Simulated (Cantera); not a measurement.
What does this Cantera script print?

```python
import numpy as np
import cantera as ct

gas = ct.Solution("gri30.yaml", transport_model="multicomponent")
show = ['C2H2', 'H', 'O']

rows = []
print(f"{'T/K':>7s}{'rho':>11s}{'cp':>10s}{'mu':>11s}{'lambda':>11s}{'Pr':>7s}" + "".join(f"{'D_' + s:>11s}" for s in show))
for T in [400, 550, 700, 850, 1000, 1150]:
    gas.TPX = T, 1600, {'H2O': 0.17}
    Pr = gas.cp_mass * gas.viscosity / gas.thermal_conductivity
    D = [gas.mix_diff_coeffs_mole[gas.species_index(s)] for s in show]
    rows.append([gas.density, gas.cp_mass, gas.viscosity, gas.thermal_conductivity, Pr, *D])
    print(f"{T:7g}{gas.density:11.4e}{gas.cp_mass:10.1f}{gas.viscosity:11.4e}"
          f"{gas.thermal_conductivity:11.4e}{Pr:7.3f}" + "".join(f"{d:11.4e}" for d in D))
print("SI units: kg/m3, J/kg/K, Pa s, W/m/K, m2/s")
```

It prints:

```
    T/K        rho        cp         mu     lambda     Pr     D_C2H2        D_H        D_O
    400 8.6668e-03    1902.2 1.3967e-05 3.6786e-02  0.722 1.9126e-03 1.4380e-02 4.0990e-03
    550 6.3031e-03    1984.6 1.9600e-05 5.4341e-02  0.716 3.5355e-03 2.6239e-02 7.3296e-03
    700 4.9525e-03    2082.1 2.5249e-05 7.3675e-02  0.714 5.5480e-03 4.0791e-02 1.1245e-02
    850 4.0785e-03    2184.6 3.0813e-05 9.4392e-02  0.713 7.9056e-03 5.7737e-02 1.5774e-02
   1000 3.4667e-03    2292.2 3.6247e-05 1.1642e-01  0.714 1.0576e-02 7.6865e-02 2.0868e-02
   1150 3.0145e-03    2401.0 4.1530e-05 1.3952e-01  0.715 1.3536e-02 9.8017e-02 2.6490e-02
SI units: kg/m3, J/kg/K, Pa s, W/m/K, m2/s
```

Detailed kinetics in Cantera: GRI-Mech 3.0 (53 species, 325 reactions). Polar gases are described roughly by these parameters.
